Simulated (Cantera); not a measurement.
Input (Python, Cantera):

```python
import numpy as np
import cantera as ct

gas = ct.Solution("gri30.yaml")
gas.TPX = 450, 27000, {'CH4': 1, 'C2H6': 0.57, 'O2': 2.4, 'N2': 13.5, 'H2O': 4.3}
flame = ct.FreeFlame(gas, width=0.1)
flame.set_refine_criteria(ratio=3, slope=0.08, curve=0.16)
flame.transport_model = "mixture-averaged"
flame.solve(loglevel=0, auto=True)
z, T = flame.grid, flame.T
thick = (T[-1] - T[0]) / np.gradient(T, z).max()
show = ['CH4', 'C2H6', 'O2', 'H', 'CH3', 'CO2']
print(f"laminar burning velocity  {flame.velocity[0] * 100:.3f} cm/s")
print(f"burnt temperature         {T[-1]:.1f} K")
print(f"thermal thickness         {thick * 1e3:.4f} mm")
print(f"grid points               {len(z)}")
z0 = z[flame.heat_release_rate.argmax()]
print(f"{'z/mm':>9s}{'T/K':>9s}{'u/(m/s)':>9s}" + "".join(f"{s:>11s}" for s in show))
rows = []
for k in (-3, -2, -1.5, -1, -0.5, -0.25, 0, 0.25, 0.5, 1, 2, 4, 8):
    zz = z0 + k * thick
    rows.append([k * thick, np.interp(zz, z, T), np.interp(zz, z, flame.velocity),
                 *(np.interp(zz, z, flame.X[gas.species_index(s)]) for s in show)])
    print(f"{rows[-1][0] * 1e3:9.3f}{rows[-1][1]:9.1f}{rows[-1][2]:9.3f}" + "".join(f"{x:11.3e}" for x in rows[-1][3:]))
```

Output:

```
laminar burning velocity  4.269 cm/s
burnt temperature         1440.6 K
thermal thickness         15.8613 mm
grid points               115
     z/mm      T/K  u/(m/s)        CH4       C2H6         O2          H        CH3        CO2
  -47.584    452.2    0.043  4.559e-02  2.604e-02  1.095e-01  9.140e-20  6.240e-15  6.717e-06
  -31.723    463.3    0.044  4.488e-02  2.580e-02  1.080e-01  2.529e-18  3.682e-14  5.445e-05
  -23.792    491.6    0.048  4.363e-02  2.534e-02  1.052e-01  2.099e-16  4.363e-13  2.294e-04
  -15.861    576.3    0.056  4.038e-02  2.383e-02  9.731e-02  8.408e-14  2.090e-11  9.676e-04
   -7.931    833.8    0.083  3.083e-02  1.653e-02  7.107e-02  4.559e-09  6.042e-08  4.811e-03
   -3.965   1057.3    0.107  2.201e-02  7.160e-03  4.492e-02  5.509e-06  2.990e-05  9.790e-03
    0.000   1273.7    0.130  1.256e-02  8.035e-04  1.833e-02  6.014e-05  2.167e-04  1.693e-02
    3.965   1373.3    0.140  7.513e-03  1.565e-04  6.312e-03  8.732e-05  1.987e-04  2.322e-02
    7.931   1406.0    0.144  5.877e-03  6.172e-05  2.636e-03  6.621e-05  1.243e-04  2.724e-02
   15.861   1424.5    0.145  5.100e-03  1.910e-05  8.266e-04  3.246e-05  5.446e-05  3.141e-02
   31.723   1432.4    0.146  4.903e-03  5.259e-06  2.386e-04  1.343e-05  2.151e-05  3.476e-02
   63.445   1436.3    0.146  4.875e-03  1.602e-06  6.189e-05  6.509e-06  1.011e-05  3.750e-02
  126.890   1438.9    0.147  4.880e-03  8.089e-07  9.917e-06  4.600e-06  6.900e-06  4.027e-02
```

Detailed kinetics in Cantera: GRI-Mech 3.0 (53 species, 325 reactions). Burning velocities carry a grid error of a few per cent, more on coarse grids.
